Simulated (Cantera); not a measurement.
Charge: 1 mol TiO2, a varied amount of MgCl2, 0.2 mol O2, held at 527 °C and 23000 Pa.

Method: chemical equilibrium by Gibbs-energy minimisation in Cantera with the NASA 1993 tables (ideal gas, pure condensed phases). Candidate condensed phases: Mg, MgCl2, MgO, MgTiO3, MgTi2O5, Mg2TiO4, Ti, TiCl2, TiCl3, TiCl4, TiO, TiO2, Ti2O3, Ti3O5, Ti4O7; 20 gas species. Condensed phases not in the tables: TiOCl, alloys, solid solutions and most ternary compounds. Rates play no part.

log p: log10 of the partial pressure in bar; n: condensed amount in mol.

| n(MgCl2) (mol) | log p Cl2 | log p O2 | log p TiCl4 | log p Cl | log p MgCl2 | log p ClO | n MgTiO3(s) | n TiO2(rutile) | n MgCl2(s) |
|---|---|---|---|---|---|---|---|---|---|
| 0.11 | -1.00 | -0.88 | -9.72 | -5.53 | ? | -6.89 | 0.110 | 0.890 | 0 |
| 0.18 | -0.85 | -1.06 | -9.22 | -5.45 | ? | -6.90 | 0.180 | 0.820 | 0 |
| 0.25 | -0.75 | -1.28 | -8.82 | -5.41 | ? | -6.96 | 0.250 | 0.750 | 0 |
| 0.32 | -0.69 | -1.59 | -8.38 | -5.37 | ? | -7.09 | 0.320 | 0.680 | 0 |
| 0.39 | -0.64 | -2.54 | -7.34 | -5.35 | ? | -7.53 | 0.390 | 0.610 | 0 |
| 0.46 | -0.64 | -4.75 | -5.12 | -5.35 | -6.80 | -8.64 | 0.400 | 0.600 | 0.0600 |
| 0.53 | -0.64 | -4.75 | -5.12 | -5.35 | -6.80 | -8.64 | 0.400 | 0.600 | 0.130 |
| 0.6 | -0.64 | -4.75 | -5.12 | -5.35 | -6.80 | -8.64 | 0.400 | 0.600 | 0.200 |
| 0.66 | -0.64 | -4.75 | -5.12 | -5.35 | -6.80 | -8.64 | 0.400 | 0.600 | 0.260 |
| 0.73 | -0.64 | -4.75 | -5.12 | -5.35 | -6.80 | -8.64 | 0.400 | 0.600 | 0.330 |

Problem. Fill in the missing entries.

Solution. 
- 0.11, log p MgCl2: -9.10
- 0.18, log p MgCl2: -8.85
- 0.25, log p MgCl2: -8.65
- 0.32, log p MgCl2: -8.43
- 0.39, log p MgCl2: -7.91
